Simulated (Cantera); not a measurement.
A closed system holds: 1 mol Cr2O3, 4 mol H2, 0.24 mol H2O, at 75.0 Torr.

Cantera equilibrium calculation (NASA polynomials, part measured and part estimated; ideal gas, pure solids and liquids). Candidate condensed phases: Cr, Cr2O3, H2O; 13 gas species. Rates play no part.

log p: log10 of the partial pressure in bar; n: condensed amount in mol.

```json
[
 {"T (°C)": "925", "log p H2": "-1.03", "log p H2O": "-2.25", "log p H": "-7.23", "log p Cr": "<-13", "log p CrO": "<-13", "n Cr2O3(s)": "1.00"},
 {"T (°C)": "1025", "log p H2": "-1.03", "log p H2O": "-2.25", "log p H": "___", "log p Cr": "___", "log p CrO": "<-13", "n Cr2O3(s)": "1.00"},
 {"T (°C)": "1125", "log p H2": "-1.03", "log p H2O": "-2.25", "log p H": "-5.84", "log p Cr": "-10.23", "log p CrO": "-12.05", "n Cr2O3(s)": "1.00"},
 {"T (°C)": "1225", "log p H2": "-1.03", "log p H2O": "-2.25", "log p H": "___", "log p Cr": "___", "log p CrO": "___", "n Cr2O3(s)": "1.00"},
 {"T (°C)": "1325", "log p H2": "-1.03", "log p H2O": "-2.25", "log p H": "-4.79", "log p Cr": "-7.56", "log p CrO": "-9.20", "n Cr2O3(s)": "1.000"},
 {"T (°C)": "1425", "log p H2": "-1.03", "log p H2O": "-2.25", "log p H": "-4.35", "log p Cr": "-6.47", "log p CrO": "-8.04", "n Cr2O3(s)": "1.000"},
 {"T (°C)": "1525", "log p H2": "-1.03", "log p H2O": "-2.25", "log p H": "-3.97", "log p Cr": "-5.50", "log p CrO": "-7.00", "n Cr2O3(s)": "1.000"},
 {"T (°C)": "1625", "log p H2": "-1.03", "log p H2O": "-2.25", "log p H": "-3.62", "log p Cr": "-4.64", "log p CrO": "-6.09", "n Cr2O3(s)": "0.999"},
 {"T (°C)": "1725", "log p H2": "-1.03", "log p H2O": "-2.23", "log p H": "-3.31", "log p Cr": "-3.89", "log p CrO": "-5.27", "n Cr2O3(s)": "0.997"},
 {"T (°C)": "1825", "log p H2": "-1.04", "log p H2O": "-2.19", "log p H": "-3.03", "log p Cr": "-3.27", "log p CrO": "-4.55", "n Cr2O3(s)": "0.988"}
]
```

Problem. Some entries are withheld; supply them.

Solution. 
- 1225, log p H: -5.28
- 1225, log p Cr: -8.80
- 1225, log p CrO: -10.53
- 1025, log p H: -6.48
- 1025, log p Cr: -11.88
